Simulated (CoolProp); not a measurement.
Computed with CoolProp (reference Helmholtz-energy equation of state, Thol 2015).

Question: For octamethylcyclotetrasiloxane (D4), give the phase and the cv (kJ/(kg K)) at 535.1 K and 0.0466 MPa.

Answer: 
- 535.1 K and 0.0466 MPa: gas; cv 1.85
